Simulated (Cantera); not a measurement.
A diamond (100) surface in a fixed gas of H2 with x(CH4) = 0.0057, x(H) = 0.0015, x(CH3) = 0.0018, at 1025 K; coverages are run to steady state.

Model: the Harris–Goodwin 1993 mechanism for the reconstructed diamond (100) surface, integrated in Cantera.

One state of this run: growth (µm/h) = 10.9; θ c6HH = 0.387; θ c6H* = 0.0134; θ c6*H = 0.256; θ c6** = 0.00558; θ c6HM = 0.240. θ: site fractions in the mechanism's names (c6HH fully hydrogenated, c6H* and c6*H radical sites, c6** diradical, c6HM methylated).

**Question.** Which value of P (Pa) does it belong to?
(A) 20000
(B) 550
(C) 12000
(D) 2500

**Answer.** D, 2500
